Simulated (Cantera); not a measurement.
A perfectly stirred reactor is fed with NH₃ : H₂ : N₂ = 1 : 25 : 0.16 (molar parts), at 1.00 atm; it is held at 1775 K, and followed from long to short residence time.

Model: the gas-phase N/H chemistry of the illustrative SiF4/NH3 mechanism in the Surface Chemkin manual (1991), integrated in Cantera. Walls and surfaces, which speed up NH3 decomposition in real reactors, are not modelled.

Question: Predict: x(NH₃) at τ = 0.310 s; x(H₂) at τ = 0.310 s; x(NH) at τ = 0.310 s; x(N) at τ = 0.310 s; x(NH₂) at τ = 0.310 s; x(NH₃) at τ = 34.0 ms; x(H₂) at τ = 34.0 ms; x(NH) at τ = 34.0 ms; x(N) at τ = 34.0 ms; x(NH₂) at τ = 34.0 ms.

Answer: 
| Item | Result |
|---|---|
| x(NH₃) at τ = 0.310 s | 0.0350 |
| x(H₂) at τ = 0.310 s | 0.957 |
| x(NH) at τ = 0.310 s | 3.21e-7 |
| x(N) at τ = 0.310 s | 1.95e-8 |
| x(NH₂) at τ = 0.310 s | 2.43e-5 |
| x(NH₃) at τ = 34.0 ms | 0.0378 |
| x(H₂) at τ = 34.0 ms | 0.956 |
| x(NH) at τ = 34.0 ms | 3.05e-7 |
| x(N) at τ = 34.0 ms | 1.73e-8 |
| x(NH₂) at τ = 34.0 ms | 2.46e-5 |
